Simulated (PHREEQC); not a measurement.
Solution (25 °C): 0.0023 mol HF, 0.0033 mol NH4F, 0.02 mol (NH4)2SiF6 and 0.00048 mol H3PO4 per kg of water. Closed to the air; pH follows from the charge balance.

All values are PHREEQC results (ion-association model, phreeqc.dat), not measurements.

```csv
quantity,before,after
pH,3.25,3.43
ionic strength (mol/kgw),0.0639,0.000818
F- (mol/kgw),0.00366,0.000808
HF (mol/kgw),0.00242,0.000436
H4SiO4 (mol/kgw),9.18e-5,0.000199
HF2- (mol/kgw),3.40e-5,1.35e-6
SI of Quartz (SiO2),-0.05,+0.28
```

What was changed between the two runs?
A) NH4F replaced by NH4BF4 at the same molality
B) temperature from 25 to 55 °C
C) NH4F from 0.0033 to 0.00165 mol/kgw
D) diluted 100-fold with water
E) H3PO4 left out

D, diluted 100-fold with water

Precipitation was switched off in this run. Some of these states are supersaturated (in Quartz (slow to form), for instance). SiF6-2 is the database's only silicon fluoride.
